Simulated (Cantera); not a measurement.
A freely propagating, adiabatic, planar premixed flame of H2 : O2 : N2 = 1 : 0.5 : 1.88 (molar parts), equivalence ratio 1.0, unburnt at 575 K and 0.178 atm; mixture-averaged transport, grid criteria slope 0.08 and curve 0.16, no radiation.

Computed with Cantera and the H2/O2 subset of GRI-Mech 3.0, which has no nitrogen chemistry. Burning velocities carry a grid error of a few per cent, more on coarse grids.

Predict: laminar burning velocity; thermal thickness; peak x(OH); peak x(HO2); peak x(H2O2); peak x(H).

laminar burning velocity: 576 cm/s
thermal thickness: 4.34 mm
peak x(OH): 0.0190
peak x(HO2): 7.37e-5
peak x(H2O2): 1.93e-6
peak x(H): 0.0853
